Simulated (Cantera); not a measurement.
A Cantera script and what it prints.

```python
import numpy as np
import cantera as ct

gas_names = """
    H H2 N NH NH2 NH3 N2 N2H2 N2H4 Si SiH SiH2 SiH3 SiH4 SiN Si2 Si2N Si3
""".split()
cond_names = """
    Si(cr) Si(L) Si3N4(a)
""".split()


# ... load() reads the species with a 1 bar reference pressure and builds the phases ...
atoms = {
    'trisilylamine': {'Si': 3, 'N': 1, 'H': 9},
    'N2': {'N': 2},
}
top_T = {'Si3N4(a)': 2400}  # K; cautious upper limits of use, not melting points


# ... equilibrate(T, P, feed) seeds the gas with the atoms and calls Mixture.equilibrate('TP', solver="vcs", rtol=1e-11, max_steps=5000) ...
results = []
feed = {'trisilylamine': 1, 'N2': 18}  # mol
T = 2100  # K
P = 50000  # Pa
mix = equilibrate(T, P, feed)
results.append((T, P, feed, dict(zip(mix.species_names, mix.species_moles))))
x = sorted(zip(gas.X, gas.species_names), reverse=True)
print(f"T = {T:g} K  P = {P:g} Pa  gas = {mix.phase_moles(0):.4g} mol")
print("   x: " + "  ".join(f"{s} {v:.3e}" for v, s in x if v > 0.0001))
print("   condensed (mol): " + ("  ".join(f"{mix.phase(i).name} {mix.phase_moles(i):.4g}"
      for i in range(1, mix.n_phases) if mix.phase_moles(i) > 1e-12) or "none"))
```

It prints:

```
T = 2100 K  P = 50000 Pa  gas = 23.03 mol
   x: N2 8.033e-01  H2 1.944e-01  H 1.943e-03  Si 2.668e-04
   condensed (mol): Si(L) 2.989
```

These are equilibrium values from Cantera (NASA tables, ideal gas, pure condensed phases), not measurements of a reactor. The feed counts by its element totals alone. The tables' values for SiN are old estimates; treat these amounts as uncertain. Gases not in the tables: Si2H6 and higher silanes.
